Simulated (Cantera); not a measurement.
Feed: 1 mol CuO, 1.8 mol CH₄, 6.3 mol H₂, 0.8 mol C, equilibrated at 1.80 bar.

Equilibrium computed with Cantera from the NASA thermochemical tables; the gas is ideal and each condensed phase is pure. Candidate condensed phases: C, C₆H₆, C₇H₈, C₈H₁₈, Cu, CuO, Cu(OH)₂, Cu₂O, H₂O; 113 gas species. Equilibrium is a limit: real reactors are often held back by kinetics, nucleation or transport.

x: gas mole fraction; n: condensed amount in mol.

```tsv
T (°C)	x H₂	x CH₄	x CO	x H₂O	x CO₂	x Cu	x H	n C(graphite)	n Cu(s)	n Cu(l)
652	0.694	0.197	0.0359	0.0667	0.00698	<1e-12	1.62e-10	0.545	1.00	0
802	0.845	0.0580	0.0801	0.0154	0.00157	1.42e-10	1.01e-8	1.18	1.00	0
952	0.888	___	0.0905	___	___	___	___	1.43	1.00	0
1102	0.900	___	0.0917	___	___	___	___	1.53	0	1.000
1252	0.905	0.00336	0.0918	0.000215	8.11e-6	6.91e-6	1.68e-5	1.57	0	1.000
1402	0.906	0.00178	0.0918	8.33e-5	2.54e-6	6.34e-5	8.24e-5	1.58	0	0.999
1552	0.906	0.00105	0.0918	3.78e-5	9.76e-7	0.000400	0.000312	1.58	0	0.996
```

Q: Complete the blanks.

A: 
- 952, x CH₄: 0.0186
- 952, x H₂O: 0.00284
- 952, x CO₂: 0.000197
- 952, x Cu: 1.34e-8
- 952, x H: 2.19e-7
- 1102, x CH₄: 0.00726
- 1102, x H₂O: 0.000684
- 1102, x CO₂: 3.37e-5
- 1102, x Cu: 4.57e-7
- 1102, x H: 2.42e-6
